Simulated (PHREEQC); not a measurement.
Solution (40 °C): 0.029 mol (NH4)2SiF6 per kg of water. Closed to the air; pH follows from the charge balance.

Computed with PHREEQC (ion-association model, wateq4f.dat).

Task: The ionic strength comes out as 0.0869 mol/kgw. What activity coefficients do HF2-, NH4+, H+, F-, SiF6-2 get?

Result: HF2- 0.77, NH4+ 0.78, H+ 0.83, F- 0.77, SiF6-2 0.38.

Precipitation was switched off in this run. Examples of supersaturated solids here: Quartz (slow to form), Chalcedony (slow to form). Others may be too. At this temperature some constants are extrapolated from 25 °C, and those without enthalpy data are left unchanged. SiF6-2 is the database's only silicon fluoride.
